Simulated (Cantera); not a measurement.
A Cantera script and its output.

```python
import numpy as np
import cantera as ct

gas = ct.Solution("gri30.yaml")
gas.TPX = 725, 76000, {'CO': 1, 'H2': 0.042, 'O2': 1.24, 'N2': 4.66, 'CO2': 1.1}
inlet = ct.Reservoir(gas, clone=True)
gas.equilibrate("HP")  # start burning
reactor = ct.IdealGasConstPressureReactor(gas, energy="on", clone=False)
exhaust = ct.Reservoir(gas, clone=True)
tau = [0.2, 0.092, 0.042, 0.02, 0.009, 0.0042, 0.0019, 0.00088, 0.00041, 0.00019, 8.7e-05, 4e-05][0]
for a, b in ((inlet, reactor), (reactor, exhaust)):
    ct.MassFlowController(a, b, mdot=lambda t: reactor.mass / tau)
net = ct.ReactorNet([reactor])
show = ['CO', 'H2', 'O2', 'NO2', 'H', 'H2O2', 'CO2']

rows = []
print(f"{'tau/s':>10s}{'T/K':>9s}" + "".join(f"{s:>11s}" for s in show))
for tau in [0.2, 0.092, 0.042, 0.02, 0.009, 0.0042, 0.0019, 0.00088, 0.00041, 0.00019, 8.7e-05, 4e-05]:
    net.initial_time = 0.0
    net.advance(30 * tau)
    before = gas.X
    net.advance(40 * tau)
    drift = np.max(np.abs(gas.X - before) / (gas.X + 1e-9))
    rows.append([gas.T, *gas[show].X, drift])
    print(f"{tau:10.3e}{gas.T:9.1f}" + "".join(f"{x:11.3e}" for x in gas[show].X))
```

Result:

```
     tau/s      T/K         CO         H2         O2        NO2          H       H2O2        CO2
 2.000e-01   1672.9  3.314e-03  1.700e-05  9.662e-02  1.537e-07  2.676e-05  1.996e-08  2.753e-01
 9.200e-02   1657.3  5.229e-03  2.663e-05  9.728e-02  1.029e-07  5.366e-05  2.965e-08  2.731e-01
 4.200e-02   1633.7  8.122e-03  4.108e-05  9.828e-02  6.351e-08  1.058e-04  4.453e-08  2.697e-01
 2.000e-02   1601.4  1.206e-02  6.051e-05  9.966e-02  3.913e-08  1.949e-04  6.634e-08  2.651e-01
 9.000e-03   1551.9  1.808e-02  8.930e-05  1.018e-01  2.394e-08  3.578e-04  1.043e-07  2.580e-01
 4.200e-03   1483.7  2.659e-02  1.270e-04  1.051e-01  1.552e-08  5.891e-04  1.652e-07  2.481e-01
 1.900e-03   1362.8  4.304e-02  1.982e-04  1.125e-01  8.025e-09  7.905e-04  2.867e-07  2.293e-01
 8.800e-04    725.0  1.243e-01  5.223e-03  1.542e-01  1.506e-20  8.596e-15  4.362e-17  1.368e-01
 4.100e-04    725.0  1.243e-01  5.223e-03  1.542e-01  2.420e-24  6.664e-15  7.306e-18  1.368e-01
 1.900e-04    725.0  1.243e-01  5.223e-03  1.542e-01  6.048e-28  4.474e-15  1.044e-18  1.368e-01
 8.700e-05    725.0  1.243e-01  5.223e-03  1.542e-01 -1.026e-33  2.553e-15  1.281e-19  1.368e-01
 4.000e-05    725.0  1.243e-01  5.223e-03  1.542e-01  1.442e-38  1.267e-15  1.380e-20  1.368e-01
```

Detailed kinetics in Cantera: GRI-Mech 3.0 (53 species, 325 reactions).
